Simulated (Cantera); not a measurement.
Mixture: CH3OH : O2 : N2 = 1 : 0.938 : 3.52 (molar parts), at 640000 Pa, adiabatic and at constant pressure. Ignition delay is the time to a rise of 400 K.

Cantera simulation using GRI-Mech 3.0 (53 species, 325 reactions); the numbers are that mechanism's predictions, not measurements. GRI-Mech 3.0 was tuned for natural gas; its chemistry of methanol as a main component is partial and can be far from experiment.

Predict: delay at 1200 K; delay at 1400 K; delay at 1600 K; delay at 1800 K; delay at 2000 K; apparent activation energy between 1900 and 2100 K.


| Quantity | Value |
|---|---|
| delay at 1200 K | 1.85 ms |
| delay at 1400 K | 0.110 ms |
| delay at 1600 K | 15.5 µs |
| delay at 1800 K | 3.84 µs |
| delay at 2000 K | 1.36 µs |
| apparent activation energy between 1900 and 2100 K | 150 kJ/mol |
